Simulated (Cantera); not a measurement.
An adiabatic, constant-volume homogeneous reactor starts with CH4 : O2 : N2 = 1 : 1.54 : 5.78 (molar parts), equivalence ratio 1.3, at 1525 K and 1130 Torr.

Model: GRI-Mech 3.0 (53 species, 325 reactions), integrated in Cantera.

Q: Predict: time of steepest temperature rise; temperature at 5.00 s; equilibrium temperature; x(O2) at 5.00 s; x(CO2) at 5.00 s; x(N2O) at 5.00 s; x(OH) at 5.00 s.

A: time of steepest temperature rise: 0.704 ms
temperature at 5.00 s: 2981 K
equilibrium temperature: 2981 K
x(O2) at 5.00 s: 0.00573 (gas-phase equilibrium 0.00573)
x(CO2) at 5.00 s: 0.0334 (gas-phase equilibrium 0.0334)
x(N2O) at 5.00 s: 6.28e-7 (gas-phase equilibrium 6.28e-7)
x(OH) at 5.00 s: 0.0192 (gas-phase equilibrium 0.0192)
